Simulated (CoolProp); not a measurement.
Saturation properties of ethane (Tc = 32.2 °C, pc = 4872 kPa, ω = 0.099).

Values from CoolProp's reference Helmholtz-energy equation of state, Bücker 2006.

| T (°C) | p (kPa) | vapour density (kg/m³) | enthalpy of vaporisation (kJ/kg) | liquid cp (kJ/(kg K)) | liquid viscosity (µPa s) | vapour viscosity (µPa s) |
|---|---|---|---|---|---|---|
| -134.45 | 3.343 | 0.08740 | 542.7 | 2.309 | 327 | 4.46 |
| -124.05 | 8.917 | 0.2175 | 531.4 | 2.331 | 273 | 4.77 |
| -113.55 | 20.78 | 0.4757 | 519.7 | 2.356 | 232 | 5.10 |
| -103.05 | 43.10 | 0.9330 | 507.5 | 2.387 | 200 | 5.43 |
| -92.55 | 81.37 | 1.677 | 494.5 | 2.424 | 175 | 5.76 |
| -82.05 | 142.2 | 2.813 | 480.6 | 2.468 | 154 | 6.10 |
| -71.65 | 232.4 | 4.441 | 465.7 | 2.521 | 136 | 6.44 |
| -61.15 | 361.9 | 6.733 | 449.2 | 2.586 | 120 | 6.80 |
| -50.65 | 539.1 | 9.842 | 431.0 | 2.665 | 107 | 7.18 |
| -40.15 | 773.6 | 13.98 | 410.8 | 2.765 | 95.0 | 7.59 |
| -29.75 | 1072 | 19.35 | 388.2 | 2.893 | 84.4 | 8.03 |
| -19.25 | 1451 | 26.46 | 362.3 | 3.064 | 74.6 | 8.54 |
| -8.75 | 1920 | 35.84 | 332.1 | 3.309 | 65.6 | 9.14 |

It boils at -88.6 °C under 1 atm.

Viscosity comes from a separate model (Friend 1991).
